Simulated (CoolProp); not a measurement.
Saturation properties of n-undecane.

The numbers come from the reference Helmholtz-energy equation of state, Aleksandrov 2011 in CoolProp. It is a short technical equation, of lower accuracy than the large ones.

| T (K) | p (kPa) | enthalpy of vaporisation (kJ/kg) | liquid cp (kJ/(kg K)) | vapour Z | surface tension (mN/m) |
|---|---|---|---|---|---|
| 394.8 | 10.63 | 307.8 | 2.575 | 0.9853 | 15.6 |
| 410 | 18.36 | 299.4 | 2.637 | 0.9786 | 14.3 |
| 425.1 | 30.10 | 291.0 | 2.699 | 0.9699 | 13.1 |
| 440.3 | 47.45 | 282.3 | 2.762 | 0.9589 | 11.9 |
| 455.4 | 71.84 | 273.4 | 2.825 | 0.9454 | 10.7 |
| 470.6 | 105.5 | 264.0 | 2.890 | 0.9290 | 9.55 |
| 485.7 | 150.2 | 254.2 | 2.955 | 0.9096 | 8.44 |
| 500.9 | 209.0 | 243.9 | 3.022 | 0.8865 | 7.35 |
| 516 | 283.7 | 232.9 | 3.092 | 0.8599 | 6.31 |
| 531.2 | 378.1 | 220.9 | 3.166 | 0.8287 | 5.30 |
| 546.3 | 494.4 | 208.0 | 3.246 | 0.7929 | 4.34 |
| 561.5 | 637.8 | 193.5 | 3.337 | 0.7512 | 3.42 |
| 576.6 | 810.5 | 177.2 | 3.447 | 0.7029 | 2.57 |

It boils at 468.9 K under 1 atm.

Surface tension comes from a separate correlation (Mulero 2014).
